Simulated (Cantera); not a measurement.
Cantera run:

```python
import numpy as np
import cantera as ct

gas_names = """
    CL CL2 H HCL H2 Si SiCL SiCL2 SiCL3 SiCL4 SiH SiHCL3 SiH2 SiH2CL2 SiH3 SiH3CL SiH4 Si2 Si3
""".split()
cond_names = """
    Si(cr) Si(L)
""".split()


# ... load() reads the species with a 1 bar reference pressure and builds the phases ...
atoms = {
    'Si': {'Si': 1},
    'HCl': {'H': 1, 'CL': 1},
    'H2': {'H': 2},
}
top_T = {}  # K; cautious upper limits of use, not melting points


# ... equilibrate(T, P, feed) seeds the gas with the atoms and calls Mixture.equilibrate('TP', solver="vcs", rtol=1e-11, max_steps=5000) ...
results = []
feed = {'Si': 1, 'HCl': 3.5, 'H2': 0.56}  # mol
T = 1100  # K
P = 56000  # Pa
mix = equilibrate(T, P, feed)
results.append((T, P, feed, dict(zip(mix.species_names, mix.species_moles))))
print(gas.report(threshold=0.001))
for i in range(1, mix.n_phases):
    print(f"{mix.phase(i).name:16s} {mix.phase_moles(i):12.5e} mol")
```

It prints:

```
       temperature   1100 K
          pressure   56000 Pa
           density   0.29972 kg/m^3
  mean mol. weight   48.95 kg/kmol
   phase of matter   gas

                          1 kg             1 kmol
                     ---------------   ---------------
          enthalpy       -2.8654e+06       -1.4026e+08  J
   internal energy       -3.0523e+06       -1.4941e+08  J
           entropy            5436.7        2.6613e+05  J/K
    Gibbs function       -8.8459e+06         -4.33e+08  J
 heat capacity c_p            1063.3             52049  J/K
 heat capacity c_v            893.45             43734  J/K

                      mass frac. Y      mole frac. X     chem. pot. / RT
                     ---------------   ---------------   ---------------
               HCL          0.022275          0.029908           -38.707
                H2          0.027948           0.67861           -18.715
             SiCL2         0.0054277         0.0026841           -62.564
             SiCL3          0.017457         0.0063562           -91.913
             SiCL4           0.72706           0.20949           -121.26
            SiHCL3           0.19399          0.070108           -101.27
           SiH2CL2         0.0058027         0.0028123           -81.279
     [  +12 minor]        4.0756e-05        3.0073e-05

Si(cr)            7.94933e-02 mol
```

Cantera equilibrium calculation (NASA polynomials, part measured and part estimated; ideal gas, pure solids and liquids). The tables' values for SiCl3 are old estimates; treat these amounts as uncertain.
